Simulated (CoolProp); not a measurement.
Vapour-liquid equilibrium of R143a (1) + R1234yf (2) at 0.0101 MPa; x and y are mole fractions of (1).

Model: multi-fluid Helmholtz-energy mixture model, Lemmon and Jacobsen 2000 and Lemmon 2022; pair parameters Bell 2016, in CoolProp.

| x | bubble temperature (K) | y at the bubble point | dew temperature at overall composition x (K) | liquid density (mol/L) |
|---|---|---|---|---|
| 0.05 | 200.2 | 0.141 | 201.2 | 12.19 |
| 0.2 | 196.7 | 0.433 | 199.6 | 12.61 |
| 0.35 | 194.1 | 0.615 | 197.8 | 13.03 |
| 0.5 | 192.0 | 0.742 | 195.8 | 13.47 |
| 0.65 | 190.2 | 0.838 | 193.5 | 13.93 |
| 0.8 | 188.7 | 0.915 | 190.9 | 14.41 |
| 0.95 | 187.3 | 0.980 | 188.0 | 14.91 |

No azeotrope shows between x = 0.05 and 0.95.

The pair parameters rest on a limited set of measurements; away from them the model extrapolates.
